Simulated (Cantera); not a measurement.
# NO annealing gas

An isothermal, constant-pressure homogeneous reactor starts with NO : N2 = 1 : 3.8 (molar parts), at 1925 K and 23000 Pa.

Cantera simulation using GRI-Mech 3.0 (53 species, 325 reactions); the numbers are that mechanism's predictions, not measurements.

```
t (s)        x NO      x O2       x O    x N2O    x NO2   x N2
--------  -------  --------  --------  -------  -------  -----
0.000100    0.208   1.61e-9   6.37e-7  6.48e-7  3.22e-8  0.792
0.000453    0.208   3.22e-8   2.69e-6  2.77e-6  5.06e-7  0.792
0.00205     0.208   8.26e-7   1.20e-5  9.74e-6  4.85e-6  0.792
0.00928     0.208   3.19e-5   4.20e-5  1.83e-5  2.02e-5  0.792
0.0420      0.208  0.000316   4.89e-5  1.89e-5  2.37e-5  0.792
0.190       0.205   0.00164   5.64e-5  1.83e-5  2.76e-5  0.793
0.862       0.193   0.00780   8.27e-5  1.59e-5  3.96e-5  0.800
3.90        0.140    0.0340  0.000148  8.14e-6  5.39e-5  0.826
17.7       0.0335    0.0873  0.000229  5.55e-7  2.03e-5  0.879
80.0      0.00486     0.102  0.000246  1.34e-7  3.18e-6  0.893
```
x: mole fraction; the columns are a selection and need not sum to one.

Equilibrium at this temperature and pressure: NO 0.00460, O2 0.102, O 0.000246, N2O 1.33e-7, NO2 3.01e-6, N2 0.893 (gas phase only).
